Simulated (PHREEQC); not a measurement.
**Arsenic or selenium liquor: speciation**

Consider water at 7.6 °C with 0.0017 mol H2SeO4, 0.093 mol NaOH and 0.00022 mol FeCl3 per kg of water. Closed to the air; pH follows from the charge balance.

All values are PHREEQC results (ion-association model, wateq4f.dat), not measurements.

No solid was allowed to form.

**Question.** What pH does the model give?

**Answer.** pH 13.46.

Examples of supersaturated solids here: Hematite (slow to form), Goethite (slow to form). Others may be too. At this temperature some constants are extrapolated from 25 °C, and those without enthalpy data are left unchanged.
